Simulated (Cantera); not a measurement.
Input: 1 mol C₂F₆, at 0.100 bar.

These are equilibrium values from Cantera (NASA tables, ideal gas, pure condensed phases), not measurements of a reactor. Candidate condensed phases: C; 13 gas species. The feed counts by its element totals alone. Gases not in the tables: C₂F₆ and larger saturated fluorocarbons. Rates play no part.

log p: log10 of the partial pressure in bar; n: condensed amount in mol.

```tsv
T (K)	log p CF₄	log p CF₂	log p CF₃	log p F	log p CF	n C(graphite)
1148	-1.00	-7.87	-7.68	-9.33	<-13	0.500
1198	-1.00	-7.33	-7.25	-8.73	<-13	0.500
1248	-1.00	-6.84	-6.85	-8.18	<-13	0.500
1298	-1.00	-6.39	-6.48	-7.67	-12.37	0.500
1348	-1.00	-5.97	-6.15	-7.20	-11.64	0.500
1398	-1.00	-5.58	-5.83	-6.76	-10.97	0.500
1448	-1.00	-5.22	-5.54	-6.35	-10.34	0.500
1498	-1.00	-4.88	-5.26	-5.97	-9.76	0.500
1548	-1.00	-4.57	-5.01	-5.61	-9.21	0.500
1598	-1.00	(withheld)	(withheld)	(withheld)	(withheld)	0.500
1648	-1.00	(withheld)	(withheld)	(withheld)	(withheld)	0.499
1698	-1.00	-3.74	-4.34	-4.67	-7.77	0.499
1748	-1.00	-3.49	-4.14	-4.39	-7.35	0.497
1798	-1.00	-3.26	-3.95	-4.13	-6.95	0.496
```

Question: Some entries are withheld; supply them.

Answer: 
- 1648, log p CF₂: -4.00
- 1648, log p CF₃: -4.55
- 1648, log p F: -4.96
- 1648, log p CF: -8.22
- 1598, log p CF₂: -4.27
- 1598, log p CF₃: -4.77
- 1598, log p F: -5.28
- 1598, log p CF: -8.70
